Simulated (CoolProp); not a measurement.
Computed with CoolProp (reference Helmholtz-energy equation of state, de Reuck 1990).

### Question
Give the vapour pressure (bar), liquid density (kg/m³), liquid cp (kJ/(kg K)), vapour Z of saturated fluorine at 115 K.

### Answer
| T (K) | p (bar) | liquid density (kg/m³) | liquid cp (kJ/(kg K)) | vapour Z |
|---|---|---|---|---|
| 115 | 12.2 | 1260 | 1.75 | 0.817 |
